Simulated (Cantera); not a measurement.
Cantera run:

```python
import numpy as np
import cantera as ct

gas_names = """
    H HNO HNO2 HNO3 HO2 H2 H2O H2O2 N NH NH2 NH3 NH2OH NO NO2 NO3 N2 N2H2 N2H4 N2O O OH O2 O3 Si SiH
    SiH2 SiH3 SiH4 SiN SiO SiO2 Si2 Si2N Si3
""".split()
cond_names = """
    H2O(s) H2O(L) Si(cr) Si(L) SiO2(Lqz) SiO2(hqz) SiO2(L) Si2N2O(s) Si3N4(a)
""".split()


# ... load() reads the species with a 1 bar reference pressure and builds the phases ...
atoms = {
    'SiH4': {'Si': 1, 'H': 4},
    'NO': {'N': 1, 'O': 1},
    'N2': {'N': 2},
}
top_T = {'Si2N2O(s)': 2100, 'Si3N4(a)': 2400}  # K; cautious upper limits of use, not melting points


# ... equilibrate(T, P, feed) seeds the gas with the atoms and calls Mixture.equilibrate('TP', solver="vcs", rtol=1e-11, max_steps=5000) ...
results = []
feed = {'SiH4': 1, 'NO': 1.8, 'N2': 13}  # mol
P = 100000  # Pa
for T in [575, 675, 775, 875, 975, 1075, 1175, 1275, 1375, 1475, 1575]:
    mix = equilibrate(T, P, feed)
    results.append((T, P, feed, dict(zip(mix.species_names, mix.species_moles))))
    x = sorted(zip(gas.X, gas.species_names), reverse=True)
    print(f"T = {T:g} K  P = {P:g} Pa  gas = {mix.phase_moles(0):.4g} mol")
    print("   x: " + "  ".join(f"{s} {v:.3e}" for v, s in x if v > 1e-06))
    print("   condensed (mol): " + ("  ".join(f"{mix.phase(i).name} {mix.phase_moles(i):.4g}"
          for i in range(1, mix.n_phases) if mix.phase_moles(i) > 1e-12) or "none"))
```

It prints:

```
T = 575 K  P = 100000 Pa  gas = 15.79 mol
   x: N2 8.747e-01  H2 1.227e-01  NH3 2.616e-03
   condensed (mol): SiO2(Lqz) 0.8667  Si2N2O(s) 0.06667
T = 675 K  P = 100000 Pa  gas = 15.82 mol
   x: N2 8.739e-01  H2 1.256e-01  NH3 5.444e-04  H2O 1.413e-06
   condensed (mol): SiO2(Lqz) 0.8667  Si2N2O(s) 0.06667
T = 775 K  P = 100000 Pa  gas = 15.83 mol
   x: N2 8.737e-01  H2 1.261e-01  NH3 1.622e-04  H2O 4.001e-06
   condensed (mol): SiO2(Lqz) 0.8666  Si2N2O(s) 0.06669
T = 875 K  P = 100000 Pa  gas = 15.83 mol
   x: N2 8.737e-01  H2 1.262e-01  NH3 6.249e-05  H2O 8.709e-06
   condensed (mol): SiO2(hqz) 0.8666  Si2N2O(s) 0.06671
T = 975 K  P = 100000 Pa  gas = 15.83 mol
   x: N2 8.737e-01  H2 1.263e-01  NH3 2.893e-05  H2O 1.586e-05
   condensed (mol): SiO2(hqz) 0.8665  Si2N2O(s) 0.06675
T = 1075 K  P = 100000 Pa  gas = 15.83 mol
   x: N2 8.737e-01  H2 1.263e-01  H2O 2.565e-05  NH3 1.535e-05
   condensed (mol): SiO2(hqz) 0.8664  Si2N2O(s) 0.0668
T = 1175 K  P = 100000 Pa  gas = 15.83 mol
   x: N2 8.737e-01  H2 1.263e-01  H2O 3.800e-05  NH3 9.031e-06
   condensed (mol): SiO2(hqz) 0.8663  Si2N2O(s) 0.06687
T = 1275 K  P = 100000 Pa  gas = 15.83 mol
   x: N2 8.737e-01  H2 1.263e-01  H2O 5.272e-05  NH3 5.760e-06
   condensed (mol): SiO2(hqz) 0.8661  Si2N2O(s) 0.06694
T = 1375 K  P = 100000 Pa  gas = 15.83 mol
   x: N2 8.737e-01  H2 1.262e-01  H2O 6.952e-05  NH3 3.916e-06  H 1.217e-06
   condensed (mol): SiO2(hqz) 0.8659  Si2N2O(s) 0.06703
T = 1475 K  P = 100000 Pa  gas = 15.83 mol
   x: N2 8.737e-01  H2 1.262e-01  H2O 8.808e-05  H 4.608e-06  NH3 2.803e-06  SiO 1.177e-06
   condensed (mol): SiO2(hqz) 0.8657  Si2N2O(s) 0.06713
T = 1575 K  P = 100000 Pa  gas = 15.83 mol
   x: N2 8.737e-01  H2 1.262e-01  H2O 1.081e-04  SiO 1.574e-05  H 1.476e-05  NH3 2.093e-06
   condensed (mol): SiO2(hqz) 0.8654  Si2N2O(s) 0.06715
```

Equilibrium computed with Cantera from the NASA thermochemical tables; the gas is ideal and each condensed phase is pure. Mutual solubility and eutectic melting of coexisting phases are not modelled. The tables hold silica as quartz up to 1696 K and as liquid above; real silica turns to tridymite and cristobalite and melts near 1996 K.
